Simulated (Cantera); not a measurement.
A perfectly stirred reactor is fed with 6.70 % CH4, 6.70 % H2, 18.2 % O2, 68.4 % N2, equivalence ratio 0.92, at 0.987 atm; it is adiabatic with a 800 K inlet, and is followed from long to short residence time, starting on the burning branch (τ in s: 0.037, 0.022, 0.013, 0.0073, 0.0042, 0.0025, 0.0014, 0.00083, 0.00048, 0.00028, 0.00016, 9.4e-05, 5.5e-05).

Computed with Cantera and GRI-Mech 3.0 (53 species, 325 reactions).

x: mole fraction; the columns are a selection and need not sum to one.

| τ (s) | T (K) | x CH4 | x H2 | x O2 | x CH3 | x C2H2 | x NO2 |
|---|---|---|---|---|---|---|---|
| 0.037 | 2443 | 1.98e-6 | 0.00690 | 0.0198 | 1.19e-6 | 6.70e-11 | 1.10e-6 |
| 0.022 | 2439 | 3.22e-6 | 0.00711 | 0.0203 | 1.92e-6 | 1.63e-10 | 9.01e-7 |
| 0.013 | 2431 | 5.17e-6 | 0.00745 | 0.0210 | 3.05e-6 | 3.82e-10 | 6.82e-7 |
| 0.0073 | 2416 | 8.52e-6 | 0.00807 | 0.0219 | 4.93e-6 | 8.92e-10 | 4.62e-7 |
| 0.0042 | 2393 | 1.34e-5 | 0.00898 | 0.0231 | 7.54e-6 | … | 2.93e-7 |
| 0.0025 | 2362 | 2.01e-5 | 0.0102 | 0.0244 | 1.09e-5 | … | 1.79e-7 |
| 0.0014 | 2318 | 3.12e-5 | 0.0119 | 0.0261 | 1.61e-5 | … | 9.76e-8 |
| 0.00083 | 2269 | 4.65e-5 | 0.0136 | 0.0278 | 2.27e-5 | … | 5.53e-8 |
| 0.00048 | 2212 | 7.18e-5 | 0.0156 | 0.0298 | 3.27e-5 | … | 3.10e-8 |
| 0.00028 | 2151 | 0.000113 | 0.0176 | 0.0318 | 4.76e-5 | … | 1.83e-8 |
| 0.00016 | 2086 | 0.000186 | 0.0195 | 0.0342 | 7.21e-5 | … | 1.12e-8 |
| 9.4e-5 | 2025 | 0.000312 | 0.0213 | 0.0368 | 0.000110 | … | 7.32e-9 |
| 5.5e-5 | 1964 | 0.000549 | 0.0230 | 0.0403 | 0.000178 | … | 4.84e-9 |

Complete the blanks.


- 0.0042, x C2H2: 1.81e-9
- 0.0025, x C2H2: 3.23e-9
- 0.0014, x C2H2: 5.71e-9
- 0.00083, x C2H2: 9.38e-9
- 0.00048, x C2H2: 1.62e-8
- 0.00028, x C2H2: 2.94e-8
- 0.00016, x C2H2: 5.94e-8
- 9.4e-5, x C2H2: 1.28e-7
- 5.5e-5, x C2H2: 3.13e-7
